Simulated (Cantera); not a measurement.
Input: 1 mol SiH4, 0.035 mol HCl, 52 mol H2, at 0.210 bar.

Cantera equilibrium calculation (NASA polynomials, part measured and part estimated; ideal gas, pure solids and liquids). Candidate condensed phases: Si; 19 gas species. Gases not in the tables: Si2H6 and higher silanes. Rates play no part.

Problem. Which condensed phases are stable at each of these points (T (°C)): 1100, 1200, 1300, 1400, 1500, 1600, 1700?

Solution. 
```tsv
T (°C)	condensed phases	Si condensed (%)
1100	Si(s)	100.0
1200	Si(s)	100.0
1300	Si(s)	100.0
1400	Si(s)	99.9
1500	Si(l)	99.8
1600	Si(l)	99.4
1700	Si(l)	98.4
```

From 1100 °C to 1400 °C the condensed part is Si(s). From 1500 °C to 1700 °C the condensed part is Si(l).
